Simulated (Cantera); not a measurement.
Adiabatic ignition

An adiabatic, constant-pressure homogeneous reactor starts with 3.15 % CH4, 20.3 % O2, 76.5 % N2, at 1673 K and 760 Torr.

Model: GRI-Mech 3.0 (53 species, 325 reactions), integrated in Cantera.

| t (s) | T (K) | x CH4 | x O2 | x NO2 | x CO2 | x NO |
|---|---|---|---|---|---|---|
| 9.00e-6 | 1673 | 0.0315 | 0.203 | <1e-12 | 2.68e-10 | <1e-12 |
| 2.52e-5 | 1673 | 0.0315 | 0.203 | <1e-12 | 4.92e-9 | <1e-12 |
| 7.08e-5 | 1673 | 0.0313 | 0.203 | <1e-12 | 1.88e-7 | 5.12e-12 |
| 0.000199 | 1705 | 0.0248 | 0.197 | 1.30e-11 | 0.000153 | 6.07e-10 |
| 0.000557 | 2240 | <1e-12 | 0.137 | 5.99e-8 | 0.0286 | 8.53e-5 |
| 0.00156 | 2296 | <1e-12 | 0.138 | 2.17e-7 | 0.0304 | 0.000239 |
| 0.00439 | 2297 | <1e-12 | 0.138 | 5.14e-7 | 0.0305 | 0.000564 |
| 0.0123 | 2296 | <1e-12 | 0.138 | 1.31e-6 | 0.0305 | 0.00144 |
| 0.0345 | 2292 | <1e-12 | 0.137 | 3.29e-6 | 0.0305 | 0.00360 |
| 0.0969 | 2284 | <1e-12 | 0.135 | 7.01e-6 | 0.0305 | 0.00765 |
| 0.272 | 2277 | <1e-12 | 0.133 | 1.02e-5 | 0.0306 | 0.0111 |
| 0.762 | 2276 | <1e-12 | 0.133 | 1.07e-5 | 0.0306 | 0.0117 |
| 2.14 | 2276 | <1e-12 | 0.133 | 1.07e-5 | 0.0306 | 0.0117 |
| 6.00 | 2276 | <1e-12 | 0.133 | 1.07e-5 | 0.0306 | 0.0117 |
x: mole fraction; the columns are a selection and need not sum to one.

The time of steepest temperature rise is 0.231 ms and the temperature at 6.00 s comes out as 2276 K. The equilibrium temperature is 2276 K and the x(CH4) at 6.00 s is <1e-12 (gas-phase equilibrium <1e-12). The x(O2) at 6.00 s is 0.133 (gas-phase equilibrium 0.133) and the x(NO2) at 6.00 s is 1.07e-5 (gas-phase equilibrium 1.07e-5).
